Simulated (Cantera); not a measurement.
An isothermal, constant-pressure homogeneous reactor starts with 1.28 % CH₄, 98.7 % H₂, at 1525 K and 10.00 Torr.

Detailed kinetics in Cantera: GRI-Mech 3.0 (53 species, 325 reactions). GRI-Mech 3.0 stops at C3 and has no aromatics, soot or wall deposition, so with more carbon than oxygen in the feed, carbon stays in small species such as C2H2 where larger ones or solid carbon would form. Radical loss at walls, strong at low pressure, is not modelled.

One state of this run: x CH₄ = 0.0116; x H₂ = 0.988; x C₂H₆ = 2.14e-7; x H = 0.000186; x CH₂ = 7.00e-9; x C₂H₂ = 0.000569; x C₂H₄ = 6.84e-6. x: mole fraction; the columns are a selection and need not sum to one.

### Question
Which value of t (s) does it belong to?
A) 6.01
B) 0.00850
C) 39.2
D) 0.0554

### Answer
A, 6.01
